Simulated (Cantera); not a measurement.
**Pyrogenic steam for wet oxidation**

A perfectly stirred reactor is fed with 30.0 % H₂, 16.7 % O₂, 53.3 % N₂, at 0.132 atm; it is held at 1173 K, and followed from long to short residence time.

Detailed kinetics in Cantera: GRI-Mech 3.0 (53 species, 325 reactions). The temperature is held fixed by assumption; the heat of reaction is taken as removed at once.

```json
[
 {"τ (s)": "2.7", "x H₂": "0.000702", "x O₂": "0.0199", "x NO": "2.48e-7", "x HO₂": "2.99e-6", "x OH": "0.000334"},
 {"τ (s)": "1.0", "x H₂": "0.00133", "x O₂": "0.0201", "x NO": "3.74e-7", "x HO₂": "3.90e-6", "x OH": "0.000468"},
 {"τ (s)": "0.40", "x H₂": "0.00237", "x O₂": "0.0206", "x NO": "6.05e-7", "x HO₂": "4.66e-6", "x OH": "0.000637"},
 {"τ (s)": "0.15", "x H₂": "0.00428", "x O₂": "0.0216", "x NO": "1.04e-6", "x HO₂": "5.38e-6", "x OH": "0.000881"},
 {"τ (s)": "0.059", "x H₂": "0.00728", "x O₂": "0.0232", "x NO": "1.68e-6", "x HO₂": "6.07e-6", "x OH": "0.00119"},
 {"τ (s)": "0.022", "x H₂": "0.0122", "x O₂": "0.0261", "x NO": "2.60e-6", "x HO₂": "6.93e-6", "x OH": "0.00163"},
 {"τ (s)": "0.0086", "x H₂": "0.0190", "x O₂": "0.0303", "x NO": "3.61e-6", "x HO₂": "7.98e-6", "x OH": "0.00216"},
 {"τ (s)": "0.0033", "x H₂": "0.0284", "x O₂": "0.0368", "x NO": "4.50e-6", "x HO₂": "9.31e-6", "x OH": "0.00284"},
 {"τ (s)": "0.0013", "x H₂": "0.0405", "x O₂": "0.0456", "x NO": "4.83e-6", "x HO₂": "1.08e-5", "x OH": "0.00361"},
 {"τ (s)": "0.00049", "x H₂": "0.0577", "x O₂": "0.0579", "x NO": "4.14e-6", "x HO₂": "1.23e-5", "x OH": "0.00443"}
]
```
x: mole fraction; the columns are a selection and need not sum to one.
